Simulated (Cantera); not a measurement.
An adiabatic, constant-volume homogeneous reactor starts with CH4 : C2H6 : C3H8 : O2 : N2 = 1 : 0.066 : 0.4 : 5.04 : 18.9 (molar parts), equivalence ratio 0.84, at 1400 K and 1000000 Pa. Integrator tolerance rtol = 1e-08.

Model: GRI-Mech 3.0 (53 species, 325 reactions), integrated in Cantera. GRI-Mech 3.0 was tuned for natural gas; its chemistry of propane as a main component is partial and can be far from experiment. Above 3000 K some thermodynamic fits are extrapolated.

**Question.** What does this change do: C3H8 0.4 to 0.12 parts?

**Answer.** 
| quantity | before | after |
|---|---|---|
| time of steepest temperature rise | 78.0 µs | 93.5 µs |
| temperature at 3.00 s | 3001 K | 2697 K |
| equilibrium temperature | 3001 K | 2697 K |
| x(CH4) at 3.00 s | <1e-12 (gas-phase equilibrium <1e-12) | <1e-12 (gas-phase equilibrium <1e-12) |
| x(C2H6) at 3.00 s | <1e-12 (gas-phase equilibrium <1e-12) | <1e-12 (gas-phase equilibrium <1e-12) |
| x(C3H8) at 3.00 s | <1e-12 (gas-phase equilibrium <1e-12) | <1e-12 (gas-phase equilibrium <1e-12) |
| x(CH3) at 3.00 s | <1e-12 (gas-phase equilibrium <1e-12) | <1e-12 (gas-phase equilibrium <1e-12) |
| x(H) at 3.00 s | 0.00278 (gas-phase equilibrium 0.00278) | 0.000439 (gas-phase equilibrium 0.000439) |
| x(H2O) at 3.00 s | 0.127 (gas-phase equilibrium 0.127) | 0.0991 (gas-phase equilibrium 0.0991) |
| x(H2O2) at 3.00 s | 1.85e-6 (gas-phase equilibrium 1.85e-6) | 1.27e-6 (gas-phase equilibrium 1.27e-6) |

**Question.** What does this change do: O2 5.04 to 2.3 parts?

**Answer.** 
| quantity | before | after |
|---|---|---|
| time of steepest temperature rise | 78.0 µs | 0.156 ms |
| temperature at 3.00 s | 3001 K | 2393 K |
| equilibrium temperature | 3001 K | 2393 K |
| x(CH4) at 3.00 s | <1e-12 (gas-phase equilibrium <1e-12) | 7.80e-10 (gas-phase equilibrium 8.70e-10) |
| x(C2H6) at 3.00 s | <1e-12 (gas-phase equilibrium <1e-12) | <1e-12 (gas-phase equilibrium <1e-12) |
| x(C3H8) at 3.00 s | <1e-12 (gas-phase equilibrium <1e-12) | <1e-12 (gas-phase equilibrium <1e-12) |
| x(CH3) at 3.00 s | <1e-12 (gas-phase equilibrium <1e-12) | 1.87e-10 (gas-phase equilibrium 2.08e-10) |
| x(H) at 3.00 s | 0.00278 (gas-phase equilibrium 0.00278) | 0.000976 (gas-phase equilibrium 0.000976) |
| x(H2O) at 3.00 s | 0.127 (gas-phase equilibrium 0.127) | 0.0765 (gas-phase equilibrium 0.0765) |
| x(H2O2) at 3.00 s | 1.85e-6 (gas-phase equilibrium 1.85e-6) | 1.52e-9 (gas-phase equilibrium 1.52e-9) |
